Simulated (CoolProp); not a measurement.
The fluid at 338.15 K and 0.0119 MPa flows at 0.41 m/s in a round tube of 4.6 mm bore and 0.25 µm roughness, fully developed (64/Re and Nu = 3.66 if laminar; Colebrook and Gnielinski if turbulent). The same conditions are run with several fluids, on thermodynamics alone (safety and materials aside).

Values from CoolProp's reference Helmholtz-energy equation of state of each fluid (methanol: de Reuck 1993; benzene: Thol 2012; propane: Lemmon 2009; R410A: Lemmon 2003; R404A: Lemmon 2003). Blends and air are pseudo-pure fits.

```
fluid     Reynolds number  Darcy friction factor  pressure drop (Pa/m)  heat-transfer coefficient (W/(m² K))  mass flow (kg/h)
--------  ---------------  ---------------------  --------------------  ------------------------------------  ----------------
methanol             23.4                   2.73                  6.79                                  14.9           0.00334
benzene              73.2                  0.875                  5.31                                  11.0           0.00815
propane              38.3                   1.67                  5.71                                  18.2           0.00458
R410A                39.6                   1.62                  9.09                                  12.9           0.00754
R404A                56.8                   1.13                  8.52                                  13.0            0.0101
```

Transport values come from each fluid's own correlations.
